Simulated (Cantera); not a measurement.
Cantera run:

```python
import numpy as np
import cantera as ct

gas_names = """
    C CH CH2 CH3 CH2OH CH3O CH4 CH3OH CO CO2 COOH C2 C2H CHCO,ketyl C2H2,acetylene C2H2,vinylidene
    CH2CO,ketene C2H3,vinyl CH3CO,acetyl C2H4 C2H4O,ethylen CH3CHO,ethanal CH3COOH (HCOOH)2 C2H5 C2H6
    CH3OCH3 C2H5OH C2O C3 C3H3,propargyl C3H4,allene C3H4,propyne C3H4,cyclo- C3H5,allyl C3H6,propylene
    C3H6,cyclo- C3H6O C3H7,n-propyl C3H7,i-propyl C3H8 C3H8O,1propanol C3H8O,2propanol C3O2 C4 C4H2
    C4H4,1,3-cyclo- C4H6,butadiene C4H6,2-butyne C4H6,cyclo- C4H8,1-butene C4H8,cis2-buten
    C4H8,tr2-butene C4H8,isobutene C4H8,cyclo- (CH3COOH)2 C4H9,n-butyl C4H9,i-butyl C4H9,s-butyl
    C4H9,t-butyl C4H10,isobutane C4H10,n-butane C5 C5H6,1,3cyclo- C5H8,cyclo- C5H10,1-pentene
    C5H10,cyclo- C5H11,pentyl C5H11,t-pentyl C5H12,n-pentane C5H12,i-pentane CH3C(CH3)2CH3 C6H2
    C6H5,phenyl C6H5O,phenoxy C6H6 C6H5OH,phenol C6H10,cyclo- C6H12,1-hexene C6H12,cyclo- C6H13,n-hexyl
    C7H7,benzyl C7H8 C7H8O,cresol C7H14,1-heptene C7H15,n-heptyl C7H16,n-heptane C8H8,styrene
    C8H10,ethylbenz C8H16,1-octene C8H17,n-octyl C8H18,isooctane C8H18,n-octane C9H19,n-nonyl
    C10H8,naphthale C10H21,n-decyl C12H9,o-bipheny C12H10,bipheny H HCO HO2 H2 HCHO,formaldehy HCOOH H2O
    H2O2 O OH O2 O3
""".split()
cond_names = """
    C(gr) C6H6(L) C7H8(L) C8H18(L),n-octa H2O(s) H2O(L)
""".split()


def load(file, names, dense=False):
    # The tables refer to 1 bar. Condensed volumes are neglected.
    table = {s.name: s for s in ct.Species.list_from_file(file)}
    out = []
    for n in names:
        d = dict(table[n].input_data)
        d["thermo"] = dict(d["thermo"], **{"reference-pressure": 1e5})
        if dense:
            d["equation-of-state"] = {"model": "constant-volume", "density": "1e6 g/cm^3"}
        out.append(ct.Species.from_dict(d))
    return out


gas = ct.Solution(thermo="ideal-gas", species=load("nasa_gas.yaml", gas_names))
cond = {s.name: ct.Solution(thermo="fixed-stoichiometry", species=[s], name=s.name)
        for s in load("nasa_condensed.yaml", cond_names, dense=True)}
atoms = {
    'acetone': {'C': 3, 'H': 6, 'O': 1},
    'H2O': {'H': 2, 'O': 1},
}
top_T = {'C(gr)': 4500}  # K; cautious upper limits of use, not melting points


def equilibrate(T, P, feed):
    n = {}
    for name, mol in feed.items():
        for a, k in atoms[name].items():
            n[a] = n.get(a, 0.0) + k * mol
    gas.TPX = T, P, n
    mass = sum(n.values()) * gas.mean_molecular_weight
    gas.equilibrate("TP")
    valid = [c for c in cond.values() if c.min_temp <= T <= top_T.get(c.name, c.max_temp)]
    mix = ct.Mixture([(gas, mass / gas.mean_molecular_weight)] + [(c, 0.0) for c in valid])
    mix.T, mix.P = T, P
    mix.equilibrate("TP", solver="vcs", rtol=1e-11, max_steps=5000)
    return mix


results = []
feed = {'acetone': 1, 'H2O': 0.025}  # mol
T = 700  # K
P = 39000  # Pa
mix = equilibrate(T, P, feed)
results.append((T, P, feed, dict(zip(mix.species_names, mix.species_moles))))
x = sorted(zip(gas.X, gas.species_names), reverse=True)
print(f"T = {T:g} K  P = {P:g} Pa  gas = {mix.phase_moles(0):.4g} mol")
print("   x: " + "  ".join(f"{s} {v:.3e}" for v, s in x if v > 1e-05))
print("   condensed (mol): " + ("  ".join(f"{mix.phase(i).name} {mix.phase_moles(i):.4g}"
      for i in range(1, mix.n_phases) if mix.phase_moles(i) > 1e-12) or "none"))
```

Result:

```
T = 700 K  P = 39000 Pa  gas = 2.405 mol
   x: CH4 3.194e-01  H2 3.103e-01  H2O 3.086e-01  CO2 5.578e-02  CO 5.956e-03
   condensed (mol): C(gr) 2.083
```

Cantera equilibrium calculation (NASA polynomials, part measured and part estimated; ideal gas, pure solids and liquids). The feed counts by its element totals alone.
